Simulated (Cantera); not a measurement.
An adiabatic, constant-pressure homogeneous reactor starts with CO : H2 : O2 : N2 = 1 : 0.073 : 0.766 : 3.3 (molar parts), equivalence ratio 0.70, at 1425 K and 0.240 bar. Integrator tolerance rtol = 1e-08.

Model: GRI-Mech 3.0 (53 species, 325 reactions), integrated in Cantera.

### Question
What does this change do: O2 0.766 to 0.24 parts?

### Answer
```
quantity                                                              before                                    after
---------------------------------  -----------------------------------------  ---------------------------------------
time of steepest temperature rise                                   0.219 ms                                 0.334 ms
temperature at 4.00 s                                                 2517 K                                   2211 K
equilibrium temperature                                               2517 K                                   2211 K
x(CO) at 4.00 s                        0.0521 (gas-phase equilibrium 0.0521)      0.133 (gas-phase equilibrium 0.133)
x(H2) at 4.00 s                    0.000598 (gas-phase equilibrium 0.000598)  0.00333 (gas-phase equilibrium 0.00333)
x(O2) at 4.00 s                        0.0634 (gas-phase equilibrium 0.0634)  9.30e-5 (gas-phase equilibrium 9.30e-5)
x(NO2) at 4.00 s                     2.86e-6 (gas-phase equilibrium 2.86e-6)  3.45e-9 (gas-phase equilibrium 3.45e-9)
x(HO2) at 4.00 s                     1.43e-6 (gas-phase equilibrium 1.43e-6)  4.68e-9 (gas-phase equilibrium 4.68e-9)
```

### Question
What does this change do: initial temperature 1425 to 1575 K?

### Answer
```json
[
 {"quantity": "time of steepest temperature rise", "before": "0.219 ms", "after": "0.141 ms"},
 {"quantity": "temperature at 4.00 s", "before": "2517 K", "after": "2566 K"},
 {"quantity": "equilibrium temperature", "before": "2517 K", "after": "2566 K"},
 {"quantity": "x(CO) at 4.00 s", "before": "0.0521 (gas-phase equilibrium 0.0521)", "after": "0.0613 (gas-phase equilibrium 0.0613)"},
 {"quantity": "x(H2) at 4.00 s", "before": "0.000598 (gas-phase equilibrium 0.000598)", "after": "0.000689 (gas-phase equilibrium 0.000689)"},
 {"quantity": "x(O2) at 4.00 s", "before": "0.0634 (gas-phase equilibrium 0.0634)", "after": "0.0658 (gas-phase equilibrium 0.0658)"},
 {"quantity": "x(NO2) at 4.00 s", "before": "2.86e-6 (gas-phase equilibrium 2.86e-6)", "after": "3.06e-6 (gas-phase equilibrium 3.06e-6)"},
 {"quantity": "x(HO2) at 4.00 s", "before": "1.43e-6 (gas-phase equilibrium 1.43e-6)", "after": "1.61e-6 (gas-phase equilibrium 1.61e-6)"}
]
```
